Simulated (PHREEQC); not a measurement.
# Brine: speciation

Dissolve 0.93 mol NaCl, 0.16 mol CaCl2 and 0.0067 mol LiCl per kg of water at 35 °C. Closed to the air; pH follows from the charge balance.

The numbers come from PHREEQC with the Pitzer model, pitzer.dat.

This is a speciation only: nothing precipitates in the calculation.

Question: What activity of water does the model give?

Answer: activity of water 0.960.
